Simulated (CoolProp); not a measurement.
Model: reference Helmholtz-energy equation of state, Polt 1992, in CoolProp. This equation is an older, rougher fit.

Problem. For cyclopropane, give the phase and the cv (kJ/(kg K)), Joule-Thomson coefficient (K/MPa) at 128.65 °C and 0.18 MPa; 142.85 °C and 0.18 MPa; 199.85 °C and 0.18 MPa.

Solution. 
- 128.65 °C and 0.18 MPa: gas; cv 1.64, Joule-Thomson coefficient 8.04
- 142.85 °C and 0.18 MPa: gas; cv 1.71, Joule-Thomson coefficient 7.08
- 199.85 °C and 0.18 MPa: gas; cv 1.95, Joule-Thomson coefficient 4.43
